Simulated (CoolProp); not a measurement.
20 sccm (0 °C, 1 atm) of nitrogen bubbles through liquid toluene at 324.6 K and leaves saturated at a total pressure of 0.145 MPa (ideal gas phase). Each further row changes one setting.

Values from CoolProp's reference Helmholtz-energy equation of state, Lemmon 2006. It is a short technical equation, of lower accuracy than the large ones.

| case | vapour pressure (kPa) | mole fraction of vapour | delivery (mg/min) | delivery (sccm) | change of delivery for a bath 1 K warmer (%) |
|---|---|---|---|---|---|
| as stated | 13.1 | [?] | [?] | 1.98 | 4.7 |
| bath temperature 329.6 K | 16.1 | 0.111 | 10.3 | [?] | 4.7 |
| total pressure 0.29 MPa | 13.1 | [?] | 3.88 | 0.944 | [?] |

Question: Fill in the missing entries.

Answer: 
- as stated, mole fraction of vapour: 0.0901
- as stated, delivery (mg/min): 8.14
- bath temperature 329.6 K, delivery (sccm): 2.49
- total pressure 0.29 MPa, mole fraction of vapour: 0.0451
- total pressure 0.29 MPa, change of delivery for a bath 1 K warmer (%): 4.5
